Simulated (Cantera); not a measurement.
Input: 1 mol PbO, 0.9 mol CO, 15 mol N₂, 0.062 mol O₂, held at 78.0 Pa.

These are equilibrium values from Cantera (NASA tables, ideal gas, pure condensed phases), not measurements of a reactor. Candidate condensed phases: C, Pb, PbO, PbO₂, Pb₃O₄; 27 gas species. Mutual solubility and eutectic melting of coexisting phases are not modelled. Rates play no part.

**Question.** Which condensed phases are stable at each of these points (T (K)): 973, 998, 1023, 1048, 1073, 1098, 1123, 1148, 1173, 1198, 1223, 1248, 1273, 1298?

**Answer.** 
| T (K) | condensed phases | Pb condensed (%) |
|---|---|---|
| 973 | Pb(l) + PbO(yellow) | 81.7 |
| 998 | Pb(l) + PbO(yellow) | 67.2 |
| 1023 | Pb(l) + PbO(yellow) | 42.3 |
| 1048 | PbO(yellow) | 19.4 |
| 1073 | PbO(yellow) | 16.2 |
| 1098 | PbO(yellow) | 9.8 |
| 1123 | gas only | 0.0 |
| 1148 | gas only | 0.0 |
| 1173 | gas only | 0.0 |
| 1198 | gas only | 0.0 |
| 1223 | gas only | 0.0 |
| 1248 | gas only | 0.0 |
| 1273 | gas only | 0.0 |
| 1298 | gas only | 0.0 |

From 973 K to 1023 K the condensed part is Pb(l) + PbO(yellow). From 1048 K to 1098 K the condensed part is PbO(yellow). From 1123 K to 1298 K nothing is condensed.
